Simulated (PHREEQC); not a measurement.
Make-up at 25 °C: 0.086 mol NaOH and 0.0054 mol CO2 per kg of water. Closed to the air; pH follows from the charge balance.

All values are PHREEQC results (ion-association model, phreeqc.dat), not measurements.

Each row changes one thing in this solution. This is a speciation only: nothing precipitates in the calculation.

```csv
case,pH,ionic strength (mol/kgw)
as made,12.76,0.0872
NaOH left out,4.31,(withheld)
NaOH from 0.086 to 0.0086 mol/kgw,(withheld),0.0110
CO2 left out,12.82,0.0860
temperature from 25 to 40 °C,12.30,0.0854
CO2 from 0.0054 to 0.00108 mol/kgw,12.81,0.0862
temperature from 25 to 80 °C,11.34,0.0822
NaOH from 0.086 to 0.86 mol/kgw,13.71,0.857
```

Question: Some entries are withheld; supply them.

Answer: 
- NaOH left out, ionic strength (mol/kgw): 4.92e-5
- NaOH from 0.086 to 0.0086 mol/kgw, pH: 10.25

The ionic strength passes 0.7 mol/kgw, the rough limit of the ion-association models, in NaOH from 0.086 to 0.86 mol/kgw. Complexes and solids missing from the database can't appear. At this temperature some constants are extrapolated from 25 °C, and those without enthalpy data are left unchanged.
